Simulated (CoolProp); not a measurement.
Saturation properties of n-perfluoropentane (Tc = 147.9 °C, pc = 2.063 MPa, ω = 0.436).

The numbers come from the reference Helmholtz-energy equation of state, Gao 2022 in CoolProp.

```
T (°C)  p (MPa)  enthalpy of vaporisation (kJ/kg)  vapour Z
------  -------  --------------------------------  --------
11.05   0.04923                             95.85    0.9672
27.75   0.09569                                 …    0.9462
44.55         …                                 …    0.9175
61.35    0.2872                             80.13         …
78.15         …                             73.58    0.8316
94.95    0.6861                                 …    0.7702
111.65   0.9965                                 …    0.6911
128.45        …                             43.83    0.5816
```

Some entries are withheld; supply them.


- 27.75, enthalpy of vaporisation (kJ/kg): 91.11
- 44.55, p (MPa): 0.1716
- 44.55, enthalpy of vaporisation (kJ/kg): 85.91
- 61.35, vapour Z: 0.8798
- 78.15, p (MPa): 0.4542
- 94.95, enthalpy of vaporisation (kJ/kg): 65.93
- 111.65, enthalpy of vaporisation (kJ/kg): 56.59
- 128.45, p (MPa): 1.410

It boils at 29.3 °C under 1 atm.
